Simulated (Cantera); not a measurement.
Feed: 1 mol Si, 4.8 mol H₂O, 140 mol H₂, 0.11 mol O₂, equilibrated at 1450 K and 4200 Pa.

Equilibrium computed with Cantera from the NASA thermochemical tables; the gas is ideal and each condensed phase is pure. Candidate condensed phases: H₂O, Si, SiO₂; 18 gas species. The tables hold silica as quartz up to 1696 K and as liquid above; real silica turns to tridymite and cristobalite and melts near 1996 K. The numbers say what is thermodynamically allowed, not how fast it happens.

Q: What is the equilibrium state?

A: 
```json
{
 "x(H₂)": "0.979",
 "x(H₂O)": "0.0209",
 "x(H)": "4.57e-5",
 "n(SiO₂(β-quartz))": "1.000 mol",
 "gas_amount": "144.8 mol",
 "log10 activity of Si(s) (absent)": "-8.10"
}
```
